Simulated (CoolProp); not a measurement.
Saturation properties of tetrahydrofuran.

Values from CoolProp's reference Helmholtz-energy equation of state, Fiedler 2023.

```tsv
T (°C)	p (MPa)	vapour density (kg/m³)	enthalpy of vaporisation (kJ/kg)
79.35	0.1536	3.930	406.2
83.55	0.1737	4.407	402.9
87.75	0.1957	4.928	399.6
92.05	0.2204	5.510	396.1
96.25	0.2468	6.128	392.7
100.45	0.2756	6.799	389.2
104.65	0.3069	7.525	385.7
108.85	0.3408	8.309	382.1
113.05	0.3775	9.156	378.5
117.25	0.4171	10.07	374.8
121.55	0.4609	11.08	370.9
```

It boils at 65.9 °C under 1 atm.
